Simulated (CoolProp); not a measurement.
Vapour-liquid equilibrium of propylene (1) + R114 (2) at 646 kPa; x and y are mole fractions of (1).

The numbers come from the multi-fluid Helmholtz-energy mixture model, Lemmon 2013 and Platzer 1990; pair parameters Bell 2016 in CoolProp. This equation is an older, rougher fit; its heat capacities, sound speeds and derivatives of the liquid may be far off and weren't checked against measurements.

### Question
Give the bubble temperature and the first vapour's composition at x = 0.5, 0.65, 0.95. Is there an azeotrope?

### Answer
x = 0.5: 292.2 K, y = 0.825; x = 0.65: 286.5 K, y = 0.887; x = 0.95: 277.9 K, y = 0.983. No azeotrope shows between x = 0.05 and 0.95.

The pair parameters rest on a limited set of measurements; away from them the model extrapolates.
